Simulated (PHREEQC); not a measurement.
NaOH is added in steps, without added water, to 1 kg of water holding 0.0018 mol HNO3 and 0.0053 mol NiCl2, at 25 °C. O2 is buffered at 0.21 atm. CO2 from the air is kept out. Nothing may precipitate in this run.

Base run: PHREEQC, ion-association model, wateq4f.dat. Each further column changes one thing. The table gives Ni+2 (mol/kgw).

```json
[
 {"NaOH added (mol)": "0", "base": "0.00522", "Davies equation for every ion": "0.00522", "Debye-Hückel limiting law": "0.00522", "metal-ligand complexes left out": "0.00530", "all activity coefficients set to 1": "0.00516"},
 {"NaOH added (mol)": "0.0021", "base": "0.00498", "Davies equation for every ion": "0.00498", "Debye-Hückel limiting law": "0.00498", "metal-ligand complexes left out": "0.00506", "all activity coefficients set to 1": "0.00491"},
 {"NaOH added (mol)": "0.003675", "base": "0.00401", "Davies equation for every ion": "0.00401", "Debye-Hückel limiting law": "(withheld)", "metal-ligand complexes left out": "0.00407", "all activity coefficients set to 1": "0.00393"},
 {"NaOH added (mol)": "0.005775", "base": "0.00290", "Davies equation for every ion": "0.00290", "Debye-Hückel limiting law": "0.00292", "metal-ligand complexes left out": "0.00295", "all activity coefficients set to 1": "0.00282"},
 {"NaOH added (mol)": "0.007875", "base": "0.00190", "Davies equation for every ion": "0.00190", "Debye-Hückel limiting law": "(withheld)", "metal-ligand complexes left out": "0.00193", "all activity coefficients set to 1": "0.00182"},
 {"NaOH added (mol)": "0.00945", "base": "0.00122", "Davies equation for every ion": "0.00122", "Debye-Hückel limiting law": "0.00124", "metal-ligand complexes left out": "0.00124", "all activity coefficients set to 1": "0.00114"},
 {"NaOH added (mol)": "0.01155", "base": "0.000468", "Davies equation for every ion": "0.000468", "Debye-Hückel limiting law": "0.000481", "metal-ligand complexes left out": "0.000473", "all activity coefficients set to 1": "0.000392"},
 {"NaOH added (mol)": "0.01312", "base": "0.000124", "Davies equation for every ion": "0.000124", "Debye-Hückel limiting law": "0.000132", "metal-ligand complexes left out": "0.000125", "all activity coefficients set to 1": "(withheld)"},
 {"NaOH added (mol)": "0.01523", "base": "1.21e-5", "Davies equation for every ion": "1.21e-5", "Debye-Hückel limiting law": "(withheld)", "metal-ligand complexes left out": "1.21e-5", "all activity coefficients set to 1": "5.98e-6"},
 {"NaOH added (mol)": "0.01733", "base": "1.60e-6", "Davies equation for every ion": "1.59e-6", "Debye-Hückel limiting law": "1.83e-6", "metal-ligand complexes left out": "1.60e-6", "all activity coefficients set to 1": "(withheld)"},
 {"NaOH added (mol)": "0.0189", "base": "4.65e-7", "Davies equation for every ion": "4.61e-7", "Debye-Hückel limiting law": "(withheld)", "metal-ligand complexes left out": "4.65e-7", "all activity coefficients set to 1": "2.05e-7"},
 {"NaOH added (mol)": "0.021", "base": "1.28e-7", "Davies equation for every ion": "1.26e-7", "Debye-Hückel limiting law": "1.50e-7", "metal-ligand complexes left out": "1.28e-7", "all activity coefficients set to 1": "5.40e-8"}
]
```

Q: What belongs in the gaps?

A: 
- 0.003675, Debye-Hückel limiting law: 0.00402
- 0.007875, Debye-Hückel limiting law: 0.00192
- 0.01312, all activity coefficients set to 1: 8.01e-5
- 0.01523, Debye-Hückel limiting law: 1.35e-5
- 0.01733, all activity coefficients set to 1: 7.31e-7
- 0.0189, Debye-Hückel limiting law: 5.36e-7

In at least one series the solution becomes supersaturated in solids that the run did not let form, among them Ni(OH)2.
